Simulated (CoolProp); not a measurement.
Values from CoolProp's reference Helmholtz-energy equation of state, Span 2003. It is a short technical equation, of lower accuracy than the large ones.

Give the vapour pressure (MPa), liquid density (kg/m³), vapour Z, surface tension (mN/m) of saturated n-heptane at 431.2, 453.6, 468.5 K.


```tsv
T (K)	p (MPa)	liquid density (kg/m³)	vapour Z	surface tension (mN/m)
431.2	0.443	552	0.853	7.39
453.6	0.690	524	0.799	5.55
468.5	0.904	503	0.755	4.38
```

Surface tension comes from a separate correlation (Mulero 2012).
